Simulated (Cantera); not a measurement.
A Cantera script and what it prints.

```python
import numpy as np
import cantera as ct

gas_names = """
    F F2 FS2F,fluorodisu N NF NF2 NF3 N2 S SF SF2 SF3 SF4 SF5 SF6 SN S2 S2F2,thiothiony S8 Si SiF SiF2
    SiF3 SiF4 SiN SiS Si2 Si2N Si3
""".split()
cond_names = """
    S(cr1) S(cr2) S(L) Si(cr) Si(L) Si3N4(a)
""".split()


# ... load() reads the species with a 1 bar reference pressure and builds the phases ...
atoms = {
    'Si': {'Si': 1},
    'SF6': {'S': 1, 'F': 6},
    'N2': {'N': 2},
}
top_T = {'Si3N4(a)': 2400}  # K; cautious upper limits of use, not melting points


# ... equilibrate(T, P, feed) seeds the gas with the atoms and calls Mixture.equilibrate('TP', solver="vcs", rtol=1e-11, max_steps=5000) ...
results = []
T = 823  # K
P = 4.7  # Pa
for m in [0.11, 0.27, 0.71, 1.8, 4.7, 12, 32, 82]:
    feed = {'Si': 1, 'SF6': 4.3, 'N2': m}  # mol
    mix = equilibrate(T, P, feed)
    results.append((T, P, feed, dict(zip(mix.species_names, mix.species_moles))))

top = {s: max(r[3][s] / sum(r[3][g] for g in gas_names) for r in results) for s in gas_names}
cols = sorted((s for s in top if top[s] > 1e-06), key=lambda s: -top[s])[:6]
seen = [c for c in cond_names if any(r[3].get(c, 0) > 1e-12 for r in results)]
print("log10 of partial pressures in bar; condensed amounts in mol")
print(f"{'n(N2)':>10s}" + "".join(f"{s[:9]:>10s}" for s in cols + seen))
for T, P, feed, n in results:
    ng = sum(n[g] for g in gas_names)
    print(f"{feed['N2']:10.4g}" + "".join(f"{np.log10(max(n[s] / ng * P / 1e5, 1e-99)):10.3f}" for s in cols)
          + "".join(f"{n.get(c, 0):10.4g}" for c in seen))
```

It prints:

```
log10 of partial pressures in bar; condensed amounts in mol
     n(N2)        N2       SF6       SF4      SiF4       SF3       SF2
      0.11    -6.020    -4.699    -4.761    -5.061    -7.766    -8.200
      0.27    -5.642    -4.712    -4.774    -5.074    -7.779    -8.213
      0.71    -5.256    -4.745    -4.807    -5.107    -7.812    -8.246
       1.8    -4.924    -4.817    -4.879    -5.179    -7.884    -8.318
       4.7    -4.656    -4.966    -5.028    -5.328    -8.033    -8.467
        12    -4.487    -5.204    -5.266    -5.566    -8.271    -8.705
        32    -4.394    -5.538    -5.600    -5.900    -8.605    -9.039
        82    -4.355    -5.907    -5.969    -6.269    -8.974    -9.408
```

These are equilibrium values from Cantera (NASA tables, ideal gas, pure condensed phases), not measurements of a reactor. The tables' values for SF3 are old estimates; treat these amounts as uncertain.
